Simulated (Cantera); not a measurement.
Feed: 1 mol TEOS, 2.6 mol NO, 2.4 mol H2, held at 1400 K.

Equilibrium computed with Cantera from the NASA thermochemical tables; the gas is ideal and each condensed phase is pure. Candidate condensed phases: C, C6H6, C7H8, C8H18, H2O, Si, SiC, SiO2, Si2N2O, Si3N4; 151 gas species. The feed counts by its element totals alone. Mutual solubility and eutectic melting of coexisting phases are not modelled. The tables hold silica as quartz up to 1696 K and as liquid above; real silica turns to tridymite and cristobalite and melts near 1996 K. The numbers say what is thermodynamically allowed, not how fast it happens.

**Question.** Which condensed phases are stable at each of these points (P (Pa)): 5, 36, 260, 1900, 14000, 100000?

**Answer.** 
```tsv
P (Pa)	condensed phases	Si condensed (%)
5	C(graphite) + SiC(s)	99.2
36	C(graphite) + SiC(s)	99.2
260	C(graphite) + Si2N2O(s)	99.4
1900	C(graphite) + Si2N2O(s)	99.9
14000	C(graphite) + SiO2(β-quartz) + Si2N2O(s)	100.0
100000	C(graphite) + SiO2(β-quartz)	100.0
```

From 5.00e-5 bar to 0.000360 bar the condensed part is C(graphite) + SiC(s). From 0.00260 bar to 0.0190 bar the condensed part is C(graphite) + Si2N2O(s). At 0.140 bar the condensed part is C(graphite) + SiO2(β-quartz) + Si2N2O(s). At 1.00 bar the condensed part is C(graphite) + SiO2(β-quartz).
